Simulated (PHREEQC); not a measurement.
**Buffer**

Make-up at 75 °C: 0.24 mol HF, 6e-05 mol Na2B4O7 and 0.011 mol NaCl per kg of water. Closed to the air; pH follows from the charge balance.

Model: ion-association model, phreeqc.dat, run in PHREEQC.

Each row changes one thing in this solution. No solid was allowed to form.

```
case                                     pH  ionic strength (mol/kgw)  HF (mol/kgw)  F- (mol/kgw)  HF2- (mol/kgw)  NaF (mol/kgw)  SI of Halite (NaCl)
-------------------------------------  ----  ------------------------  ------------  ------------  --------------  -------------  -------------------
as made                                1.97                    0.0233         0.221       0.00616         0.00591        2.82e-5                -5.66
Na2B4O7 from 6e-05 to 0.00012 mol/kgw  1.97                    0.0235         0.220       0.00613         0.00586        2.83e-5                -5.66
diluted 5-fold with water              2.44                   0.00615        0.0433       0.00329        0.000618        3.49e-6                -7.00
0.22 mol/kgw NaOH added                4.69                     0.220        0.0103         0.199         0.00884         0.0116                -4.53
Na2B4O7 from 6e-05 to 6.6e-05 mol/kgw  1.97                    0.0233         0.221       0.00616         0.00591        2.82e-5                -5.66
```

Away from 25 °C the constants follow the database's enthalpies or fits; those with neither stay at their 25 °C values. Real BF4- forms and hydrolyses slowly; the run takes it at equilibrium.
